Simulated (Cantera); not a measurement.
A Cantera script and what it prints.

```python
import numpy as np
import cantera as ct

gas_names = """
    H2 HF
""".split()
cond_names = """
    PbF2(a) PbF2(b) PbF2(L) Pb(cr) Pb(L)
""".split()


# ... load() reads the species with a 1 bar reference pressure and builds the phases ...
species = {s.name: s for s in load("nasa_gas.yaml", gas_names) + load("nasa_condensed.yaml", cond_names)}
# Each term lists the table entries of one substance; the one whose range holds T is used.
reactions = {
    'H2(g) + PbF2 = 2 HF(g) + Pb':
        [(-1, ['H2']), (-1, ['PbF2(a)', 'PbF2(b)', 'PbF2(L)']), (2, ['HF']), (1, ['Pb(cr)', 'Pb(L)'])],
}


def pick(names, T):
    return next(species[n] for n in names if species[n].thermo.min_temp <= T <= species[n].thermo.max_temp)


results = []
for label, terms in reactions.items():
    print(label)
    print("     T/K   dH/kJ  dS/(J/K)   dG/kJ   log10 K")
    for T in [1625, 1675, 1725, 1775, 1825, 1875, 1925, 1975, 2025]:
        used = [(nu, pick(names, T)) for nu, names in terms]
        dH = sum(nu * s.thermo.h(T) for nu, s in used) / 1e6
        dS = sum(nu * s.thermo.s(T) for nu, s in used) / 1e3
        dG = dH - T * dS / 1e3
        logK = -dG * 1e6 / (ct.gas_constant * T * np.log(10))
        results.append((label, T, dH, dS, dG, logK, [s.name for _, s in used]))
        print(f"{T:8g} {dH:8.1f} {dS:8.1f} {dG:8.1f} {logK:8.2f}")
```

Output:

```
H2(g) + PbF2 = 2 HF(g) + Pb
     T/K   dH/kJ  dS/(J/K)   dG/kJ   log10 K
    1625     65.7     98.0    -93.6     3.01
    1675     63.3     96.6    -98.5     3.07
    1725     60.9     95.2   -103.3     3.13
    1775     58.5     93.8   -108.0     3.18
    1825     56.2     92.5   -112.6     3.22
    1875     53.8     91.2   -117.2     3.27
    1925     51.4     90.0   -121.8     3.30
    1975     49.1     88.8   -126.2     3.34
    2025     46.7     87.6   -130.6     3.37
```

Source: NASA polynomial tables (part measured, part estimated), evaluated in Cantera. Condensed species are held in their standard states even where they would react or evaporate.
